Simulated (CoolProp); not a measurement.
n-nonane along the isobar 2610 kPa: density (kg/m³) from the reference equation and from simpler models built on Tc = 321.4 °C, pc = 2282 kPa, ω = 0.443; each cubic takes its own stable root.

Computed with CoolProp (reference Helmholtz-energy equation of state, Lemmon 2006). It is a short technical equation, of lower accuracy than the large ones.

```json
[
 {"T (°C)": "-8.35", "phase": "liquid", "reference": "742.1"},
 {"T (°C)": "12.65", "phase": "liquid", "reference": "725.8"},
 {"T (°C)": "33.55", "phase": "liquid", "reference": "709.6"},
 {"T (°C)": "54.45", "phase": "liquid", "reference": "693.3"},
 {"T (°C)": "75.35", "phase": "liquid", "reference": "676.8"},
 {"T (°C)": "96.25", "phase": "liquid", "reference": "660.0"},
 {"T (°C)": "117.15", "phase": "liquid", "reference": "642.8"},
 {"T (°C)": "138.05", "phase": "liquid", "reference": "625.2"},
 {"T (°C)": "158.95", "phase": "liquid", "reference": "606.8"},
 {"T (°C)": "179.85", "phase": "liquid", "reference": "587.5"},
 {"T (°C)": "200.85", "phase": "liquid", "reference": "567.0"},
 {"T (°C)": "221.75", "phase": "liquid", "reference": "544.9"}
]
```

Q: How far does each simpler model (van der Waals, Redlich-Kwong, Soave-Redlich-Kwong, Peng-Robinson) lie from the reference over these 12 states: mean and median of the absolute difference, and the worst?

A: 
- van der Waals: mean 44.0 %, median 44.0 %, worst -45.5 % at -8.35 °C and 2610 kPa
- Redlich-Kwong: mean 19.4 %, median 19.2 %, worst -21.1 % at 221.75 °C and 2610 kPa
- Soave-Redlich-Kwong: mean 15.1 %, median 14.9 %, worst -16.9 % at -8.35 °C and 2610 kPa
- Peng-Robinson: mean 4.3 %, median 4.0 %, worst -6.8 % at -8.35 °C and 2610 kPa
